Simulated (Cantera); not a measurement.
Feed: 1 mol (CH3)2SiCl2, 0.26 mol CH4, 290 mol H2, at 2223.15 K and 13.3 mbar.

Equilibrium computed with Cantera from the NASA thermochemical tables; the gas is ideal and each condensed phase is pure. Candidate condensed phases: C, C6H6, C7H8, C8H18, Si, SiC; 109 gas species. The feed counts by its element totals alone. The tables' values for SiCl are old estimates; treat these amounts as uncertain. Gases not in the tables: Si2H6 and higher silanes. The numbers say what is thermodynamically allowed, not how fast it happens.

Base state: H2 0.934, H 0.0537, HCl 0.00629, C2H2 (acetylene) 0.00271, Si 0.00262, SiC2 0.000274, Cl 0.000262, SiH 0.000124 (mole fractions); condensed: C(graphite).

What changes in the equilibrium state with this change: (CH3)2SiCl2 replaced by CH3SiCl3?


```tsv
species	before	after
H2	0.934	0.932
H	0.0537	0.0536
HCl	0.00629	0.00946
C2H2 (acetylene)	0.00271	0.00183
Si	0.00262	0.00271
SiCl2	6.06e-6	1.42e-5
SiCl	2.22e-5	3.46e-5
C(graphite), mol	0.403	0
```

What changes in the equilibrium state with this change: temperature from 2223.15 K to 1823 K?


| species | before | after |
|---|---|---|
| H2 | 0.934 | 0.989 |
| HCl | 0.00629 | 0.00675 |
| H | 0.0537 | 0.00373 |
| Si | 0.00262 | 8.86e-6 |
| SiC2 | 0.000274 | 1.47e-7 |
| Si2C | 0.000109 | 1.06e-7 |
| C(graphite), mol | 0.403 | 1.14 |
| SiC(s), mol | 0 | 0.995 |
